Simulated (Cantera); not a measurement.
# NH₃ + O₂ + H₂ (abatement and gas-phase synthesis)

Input: 1 mol NH₃, 0.03 mol O₂, 1.3 mol H₂, equilibrated at 7.50 Torr.

These are equilibrium values from Cantera (NASA tables, ideal gas, pure condensed phases), not measurements of a reactor. Candidate condensed phases: H₂O; 24 gas species. Rates play no part.

```tsv
T (K)	log p H	log p H₂	log p N₂	log p H₂O
1423	-6.22	-2.08	-2.82	-3.74
1623	-5.20	-2.08	-2.82	-3.74
1823	-4.40	-2.08	-2.82	-3.74
2023	-3.77	-2.09	-2.82	-3.75
2223	-3.25	-2.11	-2.83	-3.76
2423	-2.83	-2.16	-2.85	-3.79
2623	-2.51	-2.26	-2.89	-3.89
2823	-2.28	-2.46	-2.95	-4.14
3023	-2.15	-2.75	-3.02	-4.70
3223	-2.08	-3.12	-3.06	-5.50
3423	-2.06	-3.50	-3.08	-6.34
```
log p: log10 of the partial pressure in bar; nothing condenses.

From 1423 K to 3423 K nothing is condensed.
